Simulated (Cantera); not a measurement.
## Equilibrium for calcination and drying: MgSO4 + CO2 + H2

Feed: 1 mol MgSO4, 0.69 mol CO2, 1.9 mol H2, held at 1448.15 K.

These are equilibrium values from Cantera (NASA tables, ideal gas, pure condensed phases), not measurements of a reactor. Candidate condensed phases: C, C6H6, C7H8, C8H18, H2O, H2SO4, Mg, MgCO3, MgO, Mg(OH)2, MgS, MgSO4, S; 130 gas species. Rates play no part.

From 0.0750 Torr to 7500 Torr the condensed part is MgO(s). The main Mg-bearing gas is Mg at 0.0750 Torr and Mg(OH)2 at 7500 Torr.

```json
[
 {"P (Pa)": "10", "x H2O": "0.425", "x SO2": "0.244", "x CO2": "0.120", "x H2": "0.111", "x CO": "0.0747", "x S2": "0.0135", "x H2S": "0.000610", "x SO": "0.0102", "n MgO(s)": "1.000"},
 {"P (Pa)": "52", "x H2O": "0.450", "x SO2": "0.231", "x CO2": "0.133", "x H2": "0.0905", "x CO": "0.0636", "x S2": "0.0221", "x H2S": "0.00145", "x SO": "0.00744", "n MgO(s)": "1.000"},
 {"P (Pa)": "270", "x H2O": "0.474", "x SO2": "0.218", "x CO2": "0.147", "x H2": "0.0702", "x CO": "0.0517", "x S2": "0.0300", "x H2S": "0.00298", "x SO": "0.00518", "n MgO(s)": "1.00"},
 {"P (Pa)": "1400", "x H2O": "0.494", "x SO2": "0.207", "x CO2": "0.160", "x H2": "0.0522", "x CO": "0.0402", "x S2": "0.0363", "x H2S": "0.00555", "x SO": "0.00350", "n MgO(s)": "1.00"},
 {"P (Pa)": "7200", "x H2O": "0.509", "x SO2": "0.198", "x CO2": "0.172", "x H2": "0.0375", "x CO": "0.0300", "x S2": "0.0400", "x H2S": "0.00948", "x SO": "0.00233", "n MgO(s)": "1.00"},
 {"P (Pa)": "37000", "x H2O": "0.519", "x SO2": "0.192", "x CO2": "0.182", "x H2": "0.0259", "x CO": "0.0215", "x S2": "0.0410", "x H2S": "0.0150", "x SO": "0.00153", "n MgO(s)": "1.00"},
 {"P (Pa)": "190000", "x H2O": "0.524", "x SO2": "0.189", "x CO2": "0.189", "x H2": "0.0173", "x CO": "0.0148", "x S2": "0.0393", "x H2S": "0.0223", "x SO": "0.00100", "n MgO(s)": "1.00"},
 {"P (Pa)": "1000000", "x H2O": "0.524", "x SO2": "0.189", "x CO2": "0.195", "x H2": "0.0111", "x CO": "0.00983", "x S2": "0.0351", "x H2S": "0.0311", "x SO": "0.000642", "n MgO(s)": "1.00"}
]
```
x: gas mole fraction; n: condensed amount in mol.
